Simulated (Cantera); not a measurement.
Cantera run:

```python
import numpy as np
import cantera as ct

gas_names = [...]  # 136 gases of nasa_gas.yaml made of C, H, N, O
cond_names = """
    C(gr) C6H6(L) C7H8(L) C8H18(L),n-octa H2O(s) H2O(L)
""".split()


# ... load() reads the species with a 1 bar reference pressure and builds the phases ...
atoms = {
    'C2H4': {'C': 2, 'H': 4},
    'CO2': {'C': 1, 'O': 2},
    'N2': {'N': 2},
}
top_T = {'C(gr)': 4500}  # K; cautious upper limits of use, not melting points


# ... equilibrate(T, P, feed) seeds the gas with the atoms and calls Mixture.equilibrate('TP', solver="gibbs", rtol=1e-10, max_steps=50000) ...
results = []
feed = {'C2H4': 1, 'CO2': 0.063, 'N2': 20}  # mol
P = 7200  # Pa
for T in [525, 725, 925, 1125, 1325, 1525, 1725, 1925, 2125, 2325, 2525, 2725, 2925]:
    mix = equilibrate(T, P, feed)
    results.append((T, P, feed, dict(zip(mix.species_names, mix.species_moles))))
    x = sorted(zip(gas.X, gas.species_names), reverse=True)
    print(f"T = {T:g} K  P = {P:g} Pa  gas = {mix.phase_moles(0):.4g} mol")
    print("   x: " + "  ".join(f"{s} {v:.3e}" for v, s in x if v > 1e-05))
    print("   condensed (mol): " + ("  ".join(f"{mix.phase(i).name} {mix.phase_moles(i):.4g}"
          for i in range(1, mix.n_phases) if mix.phase_moles(i) > 1e-12) or "none"))
```

It prints:

```
T = 525 K  P = 7200 Pa  gas = 21.29 mol
   x: N2 9.393e-01  CH4 3.326e-02  H2 2.160e-02  H2O 5.735e-03  CO2 8.917e-05  NH3 3.960e-05
   condensed (mol): C(gr) 1.353
T = 725 K  P = 7200 Pa  gas = 22 mol
   x: N2 9.090e-01  H2 8.323e-02  CH4 2.560e-03  H2O 2.528e-03  CO 2.195e-03  CO2 5.019e-04  NH3 1.129e-05
   condensed (mol): C(gr) 1.947
T = 925 K  P = 7200 Pa  gas = 22.12 mol
   x: N2 9.041e-01  H2 9.009e-02  CO 5.628e-03  CH4 1.326e-04  H2O 5.426e-05
   condensed (mol): C(gr) 1.935
T = 1125 K  P = 7200 Pa  gas = 22.13 mol
   x: N2 9.039e-01  H2 9.035e-02  CO 5.692e-03  CH4 1.696e-05
   condensed (mol): C(gr) 1.936
T = 1325 K  P = 7200 Pa  gas = 22.13 mol
   x: N2 9.039e-01  H2 9.034e-02  CO 5.694e-03  HCN 7.454e-05
   condensed (mol): C(gr) 1.935
T = 1525 K  P = 7200 Pa  gas = 22.13 mol
   x: N2 9.037e-01  H2 9.019e-02  CO 5.695e-03  HCN 3.590e-04  H 2.648e-05
   condensed (mol): C(gr) 1.929
T = 1725 K  P = 7200 Pa  gas = 22.13 mol
   x: N2 9.032e-01  H2 8.965e-02  CO 5.694e-03  HCN 1.193e-03  H 2.072e-04  HNC 3.796e-05
   condensed (mol): C(gr) 1.909
T = 1925 K  P = 7200 Pa  gas = 22.14 mol
   x: N2 9.018e-01  H2 8.817e-02  CO 5.692e-03  HCN 3.059e-03  H 1.058e-03  HNC 1.509e-04  C2H2,acetylene 4.037e-05
   condensed (mol): C(gr) 1.864
T = 2125 K  P = 7200 Pa  gas = 22.17 mol
   x: N2 8.987e-01  H2 8.464e-02  HCN 6.459e-03  CO 5.683e-03  H 3.937e-03  HNC 4.543e-04  C2H2,acetylene 1.418e-04
   condensed (mol): C(gr) 1.777
T = 2325 K  P = 7200 Pa  gas = 22.25 mol
   x: N2 8.923e-01  H2 7.743e-02  HCN 1.162e-02  H 1.141e-02  CO 5.662e-03  HNC 1.095e-03  C2H2,acetylene 3.786e-04  CN 7.590e-05  C2N2 2.240e-05
   condensed (mol): C(gr) 1.634
T = 2525 K  P = 7200 Pa  gas = 22.43 mol
   x: N2 8.813e-01  H2 6.496e-02  H 2.663e-02  HCN 1.802e-02  CO 5.617e-03  HNC 2.172e-03  C2H2,acetylene 7.799e-04  CN 4.429e-04  C2N2 7.939e-05  C2H 2.420e-05  C3 1.015e-05
   condensed (mol): C(gr) 1.433
T = 2725 K  P = 7200 Pa  gas = 22.73 mol
   x: N2 8.648e-01  H 5.069e-02  H2 4.752e-02  HCN 2.403e-02  CO 5.543e-03  HNC 3.567e-03  CN 1.981e-03  C2H2,acetylene 1.225e-03  C2N2 2.315e-04  C3 1.698e-04  C2H 1.450e-04  C 3.939e-05  C2 1.633e-05  C4H2 1.313e-05
   condensed (mol): C(gr) 1.177
T = 2925 K  P = 7200 Pa  gas = 23.19 mol
   x: N2 8.422e-01  H 7.898e-02  H2 2.889e-02  HCN 2.732e-02  CN 7.164e-03  CO 5.433e-03  HNC 4.850e-03  C3 1.907e-03  C2H2,acetylene 1.437e-03  C2H 6.047e-04  C2N2 5.768e-04  C 3.385e-04  C2 1.909e-04  C4H2 2.982e-05  N 2.901e-05  C5 2.765e-05  CNC 1.354e-05
   condensed (mol): C(gr) 0.7458
```

Method: chemical equilibrium by Gibbs-energy minimisation in Cantera with the NASA 1993 tables (ideal gas, pure condensed phases).
